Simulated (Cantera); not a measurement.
A closed system holds: 1 mol SiH₄, 17 mol N₂O, 51 mol H₂, at 0.0900 Torr.

These are equilibrium values from Cantera (NASA tables, ideal gas, pure condensed phases), not measurements of a reactor. Candidate condensed phases: H₂O, Si, SiO₂, Si₂N₂O, Si₃N₄; 35 gas species. The tables hold silica as quartz up to 1696 K and as liquid above; real silica turns to tridymite and cristobalite and melts near 1996 K. Rates play no part.

**Question.** Which condensed phases are stable at each of these points (T (K)): 1323, 1373, 1423, 1473, 1523, 1573, 1623, 1673, 1723, 1773, 1823, 1873, 1923, 1973?

**Answer.** 
| T (K) | condensed phases | Si condensed (%) |
|---|---|---|
| 1323 | SiO₂(β-quartz) | 100.0 |
| 1373 | SiO₂(β-quartz) | 100.0 |
| 1423 | SiO₂(β-quartz) | 100.0 |
| 1473 | SiO₂(β-quartz) | 99.9 |
| 1523 | SiO₂(β-quartz) | 99.5 |
| 1573 | SiO₂(β-quartz) | 98.1 |
| 1623 | SiO₂(β-quartz) | 93.3 |
| 1673 | SiO₂(β-quartz) | 78.3 |
| 1723 | SiO₂(condensed) | 36.2 |
| 1773 | gas only | 0.0 |
| 1823 | gas only | 0.0 |
| 1873 | gas only | 0.0 |
| 1923 | gas only | 0.0 |
| 1973 | gas only | 0.0 |

From 1323 K to 1673 K the condensed part is SiO₂(β-quartz). At 1723 K the condensed part is SiO₂(condensed). From 1773 K to 1973 K nothing is condensed.
